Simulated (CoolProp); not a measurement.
The numbers come from the reference Helmholtz-energy equation of state, Platzer 1990 in CoolProp. This equation is an older, rougher fit; its heat capacities, sound speeds and derivatives of the liquid may be far off and weren't checked against measurements.

### Question
Give the vapour pressure (kPa), liquid density (kg/m³), enthalpy of vaporisation (kJ/kg), vapour Z of saturated R21 at 353.4, 432.5 K.

### Answer
```tsv
T (K)	p (kPa)	liquid density (kg/m³)	enthalpy of vaporisation (kJ/kg)	vapour Z
353.4	862	1220	193	0.849
432.5	3860	887	102	0.551
```
